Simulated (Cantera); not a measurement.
## Adiabatic ignition

An adiabatic, constant-pressure homogeneous reactor starts with 9.58 % CO, 6.32 % H2, 17.6 % O2, 66.5 % N2, equivalence ratio 0.45, at 1823 K and 450000 Pa.

Model: GRI-Mech 3.0 (53 species, 325 reactions), integrated in Cantera. The hydrogen kinetics of GRI-Mech 3.0 are dated; newer H2 mechanisms differ, most at raised pressure.

```
t (s)     T (K)    x CO     x H2    x O2    x N2O      x NO       x O    x NO2
--------  -----  ------  -------  ------  -------  --------  --------  -------
1.00e-6    1823  0.0957   0.0626   0.176  1.22e-9  1.40e-10  0.000157   <1e-12
3.28e-6    2006  0.0742  0.00477   0.123  9.29e-7   1.39e-5    0.0294  1.91e-8
1.07e-5    2400  0.0369  0.00410   0.108  1.34e-6  0.000117    0.0216  1.37e-7
3.51e-5    2676  0.0206  0.00203   0.106  1.96e-6  0.000621   0.00928  7.23e-7
0.000115   2743  0.0153  0.00152   0.104  2.14e-6   0.00235   0.00666  2.48e-6
0.000377   2737  0.0150  0.00150   0.102  2.16e-6   0.00716   0.00640  7.50e-6
0.00124    2726  0.0147  0.00146  0.0979  2.25e-6    0.0159   0.00597  1.65e-5
0.00405    2719  0.0144  0.00145  0.0956  2.33e-6    0.0207   0.00574  2.13e-5
0.0133     2719  0.0144  0.00145  0.0955  2.33e-6    0.0209   0.00573  2.15e-5
0.0434     2719  0.0144  0.00145  0.0955  2.33e-6    0.0209   0.00573  2.15e-5
0.142      2719  0.0144  0.00145  0.0955  2.33e-6    0.0209   0.00573  2.15e-5
0.466      2719  0.0144  0.00145  0.0955  2.33e-6    0.0209   0.00573  2.15e-5
1.53       2719  0.0144  0.00145  0.0955  2.33e-6    0.0209   0.00573  2.15e-5
5.00       2719  0.0144  0.00145  0.0955  2.33e-6    0.0209   0.00573  2.15e-5
```
x: mole fraction; the columns are a selection and need not sum to one.

```yaml
time_of_steepest_temperature_rise: 2.17 µs
temperature at 5.00 s: 2719 K
equilibrium_temperature: 2719 K
x(CO) at 5.00 s: 0.0144 (gas-phase equilibrium 0.0144)
x(H2) at 5.00 s: 0.00145 (gas-phase equilibrium 0.00145)
x(O2) at 5.00 s: 0.0955 (gas-phase equilibrium 0.0955)
```
